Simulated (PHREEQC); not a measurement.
Make-up at 25 °C: 0.2 mol H3PO4 and 0.18 mol HF per kg of water. Closed to the air; pH follows from the charge balance.

Equilibrium calculation in PHREEQC: ion-association model, phreeqc.dat.

| quantity | before | after |
|---|---|---|
| pH | 1.43 | 1.61 |
| ionic strength (mol/kgw) | 0.0428 | 0.0281 |
| H3PO4 (mol/kgw) | 0.164 | 0.0756 |
| H2PO4- (mol/kgw) | 0.0364 | 0.0244 |
| F- (mol/kgw) | 0.00381 | 0.00275 |

**Question.** Which change was made?
A. HF from 0.18 to 0.036 mol/kgw
B. diluted 10-fold with water
C. diluted 2-fold with water
D. 0.18 mol/kgw K3PO4 added

**Answer.** C, diluted 2-fold with water

This is a speciation only: nothing precipitates in the calculation.
